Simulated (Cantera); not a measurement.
A closed system holds: 1 mol Si, 0.018 mol N2O, a varied amount of H2, at 0.743 Torr.

Equilibrium computed with Cantera from the NASA thermochemical tables; the gas is ideal and each condensed phase is pure. Candidate condensed phases: H2O, Si, SiO2, Si2N2O, Si3N4; 35 gas species. Mutual solubility and eutectic melting of coexisting phases are not modelled. The numbers say what is thermodynamically allowed, not how fast it happens.

Question: What condenses at these points (T in K, n(H2) in mol): (1973, 5.4); (2173, 30); (2073, 4.1); (1673, 4.1); (1273, 4.1); (1573, 4.1)?

Answer: 
| T (K) | n(H2) in mol | condensed phases | Si condensed (%) |
|---|---|---|---|
| 1973 | 5.4 | Si | 79.0 |
| 2173 | 30 | gas only | 0.0 |
| 2073 | 4.1 | Si | 47.3 |
| 1673 | 4.1 | Si | 98.0 |
| 1273 | 4.1 | Si + Si2N2O | 100.0 |
| 1573 | 4.1 | Si | 98.2 |
